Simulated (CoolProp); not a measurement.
Vapour-liquid equilibrium of propane (1) + isobutane (2) at 266.4 K; x and y are mole fractions of (1).

The numbers come from the multi-fluid Helmholtz-energy mixture model, Lemmon 2009 and Bücker 2006; pair parameters Kunz 2012 in CoolProp.

**Question.** Give the bubble pressure and the first vapour's composition at x = 0.15, 0.35, 0.75. Is there an azeotrope?

**Answer.** x = 0.15: 0.1603 MPa, y = 0.338; x = 0.35: 0.2098 MPa, y = 0.604; x = 0.75: 0.3140 MPa, y = 0.895. No azeotrope shows between x = 0.05 and 0.95.

The pair parameters rest on a limited set of measurements; away from them the model extrapolates.
